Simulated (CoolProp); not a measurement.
Chlorine at several states: density (kg/m³) from the reference equation and from simpler models built on Tc = 416.9 K, pc = 7642 kPa, ω = 0.070; each cubic takes its own stable root.

Values from CoolProp's reference Helmholtz-energy equation of state, Thol 2021.

```csv
T (K),p (kPa),phase,reference
220.5,5710,liquid,1623
253.7,10100,liquid,1541
288.7,12600,liquid,1452
424.8,20000,supercritical,1042
437.6,215,gas,4.223
```

**Question.** How far does each simpler model (van der Waals, Redlich-Kwong, Soave-Redlich-Kwong, Peng-Robinson) lie from the reference over these 5 states: mean and median of the absolute difference, and the worst?

**Answer.** 
- van der Waals: mean 27.1 %, median 35.0 %, worst -37.2 % at 220.5 K and 5710 kPa
- Redlich-Kwong: mean 6.5 %, median 7.3 %, worst -10.8 % at 424.8 K and 20000 kPa
- Soave-Redlich-Kwong: mean 6.6 %, median 7.3 %, worst -10.9 % at 424.8 K and 20000 kPa
- Peng-Robinson: mean 2.9 %, median 3.8 %, worst +4.8 % at 288.7 K and 12600 kPa
